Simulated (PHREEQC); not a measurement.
0.019 g of hydrous ferric oxide (600 m²/g; 0.2 weak and 0.005 strong sites per Fe, Dzombak-Morel constants, diffuse double layer) in 1 kg of water with 0.001 mol/kgw of an inert sodium salt and 0.00011 mol Ag2SO4, at 25 °C; the pH is set by adding NaOH or the inert anion's acid. Oxygen alone is held at its pressure in air (log pO2 = -0.68). No CO2 enters from the air. Precipitation was switched off in this run.

Base run: PHREEQC, ion-association model, wateq4f.dat. Each further column changes one thing. The table gives S sorbed (%).

```csv
pH,base,no electrostatic term (-no_edl),background salt from 0.001 to 0.0001 mol/kgw,oxide from 0.019 to 0.095 g/kgw,7.6e-05 mol/kgw NaF added
4,18.1,0.0,18.5,___,17.2
4.5,16.8,0.0,17.2,77.0,15.8
5.5,11.0,0.0,___,50.2,10.2
6,7.3,0.0,___,___,6.6
6.5,3.9,0.0,___,18.4,___
7.5,0.2,0.0,___,1.2,0.2
8,0.0,0.0,0.0,0.1,0.0
8.5,0.0,0.0,0.0,0.0,0.0
9.5,0.0,0.0,0.0,0.0,0.0
10,0.0,0.0,0.0,0.0,0.0
```

Task: Some entries are withheld; supply them.

Result: 
- 4, oxide from 0.019 to 0.095 g/kgw: 84.5
- 5.5, background salt from 0.001 to 0.0001 mol/kgw: 11.4
- 6, background salt from 0.001 to 0.0001 mol/kgw: 7.6
- 6, oxide from 0.019 to 0.095 g/kgw: 33.8
- 6.5, background salt from 0.001 to 0.0001 mol/kgw: 4.1
- 6.5, 7.6e-05 mol/kgw NaF added: 3.5
- 7.5, background salt from 0.001 to 0.0001 mol/kgw: 0.3
